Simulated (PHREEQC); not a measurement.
Solution (75 °C): 0.0037 mol NaH2PO4 and 0.0001 mol Na2SO4 per kg of water. Closed to the air; pH follows from the charge balance.

The numbers come from PHREEQC with the ion-association model, phreeqc.dat.

This is a speciation only: nothing precipitates in the calculation.

Predict the pH.

pH 4.86.

In which forms is S present?

SO4-2 98 %, NaSO4- 1.9 % of the S.

Species that the database lacks are ignored. Away from 25 °C the constants follow the database's enthalpies or fits; those with neither stay at their 25 °C values.
